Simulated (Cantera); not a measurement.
# Tantalum, niobium, vanadium and zirconium in process gases: Ta(OEt)₅ + H₂O + H₂

Feed: 1 mol Ta(OEt)₅, 0.012 mol H₂O, 290 mol H₂, at 1100 K.

Cantera equilibrium calculation (NASA polynomials, part measured and part estimated; ideal gas, pure solids and liquids). Candidate condensed phases: C, C₆H₆, C₇H₈, C₈H₁₈, H₂O, Ta, TaC, Ta₂O₅; 113 gas species. The feed counts by its element totals alone. Mutual solubility and eutectic melting of coexisting phases are not modelled. TaC: taken at fixed stoichiometry. Condensed phases not in the tables: Ta₂C. Kinetics and transport are ignored.

From 1.00e-6 bar to 0.0460 bar the condensed part is C(graphite) + TaC(s). At 0.680 bar the condensed part is C(graphite) + TaC(s) + Ta₂O₅(s). At 10.0 bar the condensed part is Ta₂O₅(s).

| P (Pa) | x H₂ | x CH₄ | x CO | x H₂O | x H | x CO₂ | x C₂H₄ | x C₂H₆ | n C(graphite) | n TaC(s) | n Ta₂O₅(s) |
|---|---|---|---|---|---|---|---|---|---|---|---|
| 0.100 | 0.984 | 3.47e-8 | 0.0163 | 1.43e-9 | 2.56e-5 | 2.34e-11 | <1e-12 | <1e-12 | 3.99 | 1.00 | 0 |
| 1.50 | 0.984 | 5.21e-7 | 0.0163 | 2.15e-8 | 6.62e-6 | 3.52e-10 | 1.30e-11 | <1e-12 | 3.99 | 1.00 | 0 |
| 22 | 0.984 | 7.64e-6 | 0.0163 | 3.16e-7 | 1.73e-6 | 5.16e-9 | 1.90e-10 | <1e-12 | 3.99 | 1.00 | 0 |
| 320 | 0.984 | 0.000111 | 0.0163 | 4.59e-6 | 4.53e-7 | 7.50e-8 | 2.77e-9 | 4.94e-12 | 3.96 | 1.00 | 0 |
| 4600 | 0.982 | 0.00159 | 0.0163 | 6.57e-5 | 1.19e-7 | 1.07e-6 | 3.96e-8 | 1.02e-9 | 3.52 | 1.00 | 0 |
| 68000 | 0.968 | 0.0229 | 0.00833 | 0.000491 | 3.09e-8 | 4.16e-6 | 5.70e-7 | 2.13e-7 | 0.643 | 0.0481 | 0.476 |
| 1000000 | 0.958 | 0.0332 | 0.000900 | 0.00766 | 8.00e-9 | 7.10e-6 | 8.33e-8 | 4.53e-7 | 0 | 0 | 0.500 |
x: gas mole fraction; n: condensed amount in mol.
